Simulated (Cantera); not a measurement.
**Premixed flame**

A freely propagating, adiabatic, planar premixed flame of 40.1 % H₂, 12.5 % O₂, 46.9 % N₂, 0.521 % H₂O, equivalence ratio 1.6, unburnt at 575 K and 2700 Torr; mixture-averaged transport, grid criteria slope 0.08 and curve 0.16, no radiation.

Computed with Cantera and the H2/O2 subset of GRI-Mech 3.0, which has no nitrogen chemistry. The hydrogen kinetics of GRI-Mech 3.0 are dated; newer H2 mechanisms differ, most at raised pressure. Burning velocities carry a grid error of a few per cent, more on coarse grids.

```
z (mm)   T (K)  u (m/s)   x H₂      x O₂     x HO₂    x H₂O     x OH       x H
-------  -----  -------  -----  --------  --------  -------  -------  --------
-0.249     575     8.73  0.401     0.125     <1e-8  0.00521    <1e-8     <1e-8
-0.166     575     8.73  0.401     0.125     <1e-8  0.00521    <1e-8     <1e-8
-0.125     575     8.73  0.401     0.125   1.19e-8  0.00521    <1e-8     <1e-8
-0.0831    575     8.73  0.401     0.125   1.16e-6  0.00521    <1e-8   1.00e-8
-0.0415    609     9.15  0.393     0.126  0.000469  0.00646  6.67e-5  0.000121
-0.0208    889     13.0  0.354     0.118  0.000541   0.0313  0.00111   0.00570
0         1335     18.9  0.267    0.0831  0.000235    0.110  0.00303    0.0314
0.0208    1649     23.0  0.186    0.0341   8.90e-5    0.203  0.00651    0.0575
0.0415    1805     25.1  0.154    0.0118   2.95e-5    0.245  0.00846    0.0643
0.0831    1949     26.8  0.146   0.00306   7.54e-6    0.264  0.00942    0.0570
0.166     2084     28.4  0.152   0.00145   3.60e-6    0.271  0.00888    0.0430
0.332     2201     29.8  0.157  0.000763   1.91e-6    0.277  0.00734    0.0298
0.664     2292     30.8  0.161  0.000343   8.77e-7    0.283  0.00537    0.0193
```
x: mole fraction of selected species; z is measured from the peak of heat release.

```
Item                          Value
------------------------  ---------
laminar burning velocity   873 cm/s
thermal thickness         0.0831 mm
peak x(HO₂)                0.000773
peak x(OH)                  0.00944
peak x(H)                    0.0643
grid points                     114
```
